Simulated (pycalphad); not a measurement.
## Phase fractions of Hf-14.32C (at.%)

Computed with pycalphad from the COST 507 light-alloy database (1999), at 1 atm. These are 1990s assessments: newer ones move some temperatures and phases. Amounts are mole fractions of atoms. Kinetics are ignored, which matters at the lower temperatures.

| T (K) | LIQUID | FCC_A1 | HCP_A3 |
|---|---|---|---|
| 3300 | 0.912 | 0.088 | - |
| 3150 | 0.844 | 0.156 | - |
| 3000 | 0.790 | 0.210 | - |
| 2850 | 0.746 | 0.254 | - |
| 2700 | 0.709 | 0.291 | - |
| 2550 | - | 0.095 | 0.905 |
| 2400 | - | 0.169 | 0.831 |
| 2250 | - | 0.208 | 0.792 |
| 2100 | - | 0.235 | 0.765 |
| 1950 | - | 0.255 | 0.745 |
| 1800 | - | 0.272 | 0.728 |
| 1650 | - | 0.286 | 0.714 |
| 1500 | - | 0.298 | 0.702 |
| 1350 | - | 0.309 | 0.691 |
| 1200 | - | 0.319 | 0.681 |
| 1050 | - | 0.328 | 0.672 |
| 900 | - | 0.336 | 0.664 |
| 750 | - | 0.344 | 0.656 |
| 600 | - | 0.352 | 0.648 |

FCC_A1 is fcc; HCP_A3 is hcp. The fcc model also describes the rock-salt carbide or nitride (TiC, TiN, HfC).
